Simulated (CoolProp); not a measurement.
Vapour-liquid equilibrium of propylene (1) + R115 (2) at 0.677 MPa; x and y are mole fractions of (1).

Values from CoolProp's multi-fluid Helmholtz-energy mixture model, Lemmon 2013 and Lemmon 2016; pair parameters Bell 2016.

Problem. Give the bubble temperature and the first vapour's composition at x = 0.5, 0.8, 0.875. Is there an azeotrope?

Solution. x = 0.5: 275.6 K, y = 0.574; x = 0.8: 275.1 K, y = 0.770; x = 0.875: 275.7 K, y = 0.836. y crosses x between x = 0.65 and 0.725: the model has an azeotrope there.

The pair parameters rest on a limited set of measurements; away from them the model extrapolates.
